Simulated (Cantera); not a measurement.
Feed: 1 mol Al, 0.069 mol I₂, 5.4 mol H₂, at 10.0 Torr.

Method: chemical equilibrium by Gibbs-energy minimisation in Cantera with the NASA 1993 tables (ideal gas, pure condensed phases). Candidate condensed phases: Al, AlI₃, I₂; 11 gas species. The numbers say what is thermodynamically allowed, not how fast it happens.

x: gas mole fraction; n: condensed amount in mol.

| T (K) | x H₂ | x AlI | x Al | x AlI₃ | n Al(s) | n Al(l) |
|---|---|---|---|---|---|---|
| 923 | 0.981 | 0.0158 | 1.60e-10 | 0.00306 | 0.896 | 0 |
| 973 | 0.977 | 0.0226 | 1.33e-9 | 0.000778 | 0 | 0.871 |
| 1023 | 0.975 | 0.0245 | 8.86e-9 | 0.000116 | 0 | 0.864 |
| 1073 | 0.975 | 0.0248 | 4.92e-8 | 1.71e-5 | 0 | 0.862 |
| 1123 | 0.975 | 0.0249 | 2.34e-7 | 2.94e-6 | 0 | 0.862 |
| 1173 | 0.975 | 0.0249 | 9.72e-7 | 5.90e-7 | 0 | 0.862 |
| 1223 | 0.975 | 0.0249 | ___ | ___ | 0 | 0.862 |
| 1273 | 0.975 | 0.0249 | 1.19e-5 | 3.53e-8 | 0 | 0.862 |
| 1323 | 0.975 | 0.0249 | 3.60e-5 | 1.02e-8 | 0 | 0.862 |
| 1373 | 0.975 | 0.0249 | ___ | ___ | 0 | 0.862 |
| 1423 | 0.975 | 0.0248 | 0.000260 | 1.13e-9 | 0 | 0.861 |
| 1473 | 0.974 | 0.0248 | 0.000630 | 4.21e-10 | 0 | 0.858 |
| 1523 | 0.973 | 0.0248 | 0.00144 | 1.68e-10 | 0 | 0.853 |
| 1573 | 0.971 | 0.0247 | 0.00311 | 7.14e-11 | 0 | 0.843 |

Task: Fill in the missing entries.

Result: 
- 1223, x Al: 3.58e-6
- 1223, x AlI₃: 1.36e-7
- 1373, x Al: 0.000100
- 1373, x AlI₃: 3.25e-9
